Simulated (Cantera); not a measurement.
Input: 1 mol Al, 9 mol NH₃, 1.4 mol N₂, at 7.50 Torr.

Cantera equilibrium calculation (NASA polynomials, part measured and part estimated; ideal gas, pure solids and liquids). Candidate condensed phases: Al, AlN; 13 gas species. The numbers say what is thermodynamically allowed, not how fast it happens. All values below are at 800 K.

Base state: H₂ 0.714, N₂ 0.286 (mole fractions); condensed: AlN(s).

Task: What changes in the equilibrium state with this change: Al replaced by Pb?

Result: 
```json
[
 {"species": "H₂", "before": "0.714", "after": "0.696"},
 {"species": "N₂", "before": "0.286", "after": "0.304"},
 {"species": "AlN(s), mol", "before": "1.00", "after": "0"},
 {"species": "Pb(l), mol", "before": "0", "after": "1.000"}
]
```
Further candidate phases: Pb.
